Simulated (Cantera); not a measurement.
Cantera run:

```python
import numpy as np
import cantera as ct

gas_names = """
    O2 N2
""".split()
cond_names = """
    Cr(cr) CrN(s) Cr2N(s) Cr2O3(s)
""".split()


def load(file, names, dense=False):
    # The tables refer to 1 bar. Condensed volumes are neglected.
    table = {s.name: s for s in ct.Species.list_from_file(file)}
    out = []
    for n in names:
        d = dict(table[n].input_data)
        d["thermo"] = dict(d["thermo"], **{"reference-pressure": 1e5})
        if dense:
            d["equation-of-state"] = {"model": "constant-volume", "density": "1e6 g/cm^3"}
        out.append(ct.Species.from_dict(d))
    return out


species = {s.name: s for s in load("nasa_gas.yaml", gas_names) + load("nasa_condensed.yaml", cond_names)}
T = 1400
g = {n: (s.thermo.h(T) - T * s.thermo.s(T)) / (ct.gas_constant * T * np.log(10)) for n, s in species.items()}
valid = cond_names  # the entries whose range holds T


def stable(la, lb):
    # potentials (over RT ln 10) of the two non-metals from log10 p(O2) and log10 p(N2) in bar
    mu = {}
    mu["O"] = (g["O2"] + la) / 2
    mu["N"] = (g["N2"] + lb) / 2
    cost = {}
    for n in valid:
        c = species[n].composition
        cost[n] = (g[n] - sum(c.get(e, 0) * m for e, m in mu.items())) / c["Cr"]
    return min(cost, key=cost.get)


results = []
for lb in [0, -1.5, -3, -4.5, -6, -7.5, -9, -10.5, -12]:
    row = [stable(la, lb) for la in [-31, -29.5, -28, -26.4, -24.9, -23.4, -21.9, -20.3, -18.8, -17.3, -15.8, -14.2, -12.7, -11.2, -9.7, -8.1, -6.6, -5.1, -3.6, -2, -0.5, 1]]
    results.append(row)
    print(f"{lb:6.1f}  " + " ".join(f"{valid.index(n):x}" for n in row))
print("key: " + ", ".join(f"{i:x} {n}" for i, n in enumerate(valid)))
```

It prints:

```
   0.0  2 2 2 2 2 2 2 2 2 3 3 3 3 3 3 3 3 3 3 3 3 3
  -1.5  2 2 2 2 2 2 2 2 3 3 3 3 3 3 3 3 3 3 3 3 3 3
  -3.0  0 0 0 0 0 0 0 0 3 3 3 3 3 3 3 3 3 3 3 3 3 3
  -4.5  0 0 0 0 0 0 0 0 3 3 3 3 3 3 3 3 3 3 3 3 3 3
  -6.0  0 0 0 0 0 0 0 0 3 3 3 3 3 3 3 3 3 3 3 3 3 3
  -7.5  0 0 0 0 0 0 0 0 3 3 3 3 3 3 3 3 3 3 3 3 3 3
  -9.0  0 0 0 0 0 0 0 0 3 3 3 3 3 3 3 3 3 3 3 3 3 3
 -10.5  0 0 0 0 0 0 0 0 3 3 3 3 3 3 3 3 3 3 3 3 3 3
 -12.0  0 0 0 0 0 0 0 0 3 3 3 3 3 3 3 3 3 3 3 3 3 3
key: 0 Cr(cr), 1 CrN(s), 2 Cr2N(s), 3 Cr2O3(s)
```

Cantera with NASA thermochemical tables; ideal gases at 1 bar, condensed phases pure.
